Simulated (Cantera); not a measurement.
Charge: 1 mol Si, a varied amount of Cl₂, 14 mol H₂, equilibrated at 848.15 K and 1 atm.

Cantera equilibrium calculation (NASA polynomials, part measured and part estimated; ideal gas, pure solids and liquids). Candidate condensed phases: Si; 19 gas species. The numbers say what is thermodynamically allowed, not how fast it happens.

Question: Which condensed phases are stable at each of these points (n(Cl₂) (mol)): 0.5, 0.73, 0.95, 1.2, 1.4, 1.6, 1.9, 2.1, 2.3, 2.5, 2.8?

Answer: 
```csv
n(Cl₂) (mol),condensed phases,Si condensed (%)
0.5,Si(s),71.2
0.73,Si(s),58.2
0.95,Si(s),45.8
1.2,Si(s),31.9
1.4,Si(s),20.8
1.6,Si(s),9.7
1.9,gas only,0.0
2.1,gas only,0.0
2.3,gas only,0.0
2.5,gas only,0.0
2.8,gas only,0.0
```

From 0.5 mol Cl₂ to 1.6 mol Cl₂ the condensed part is Si(s). From 1.9 mol Cl₂ to 2.8 mol Cl₂ nothing is condensed.
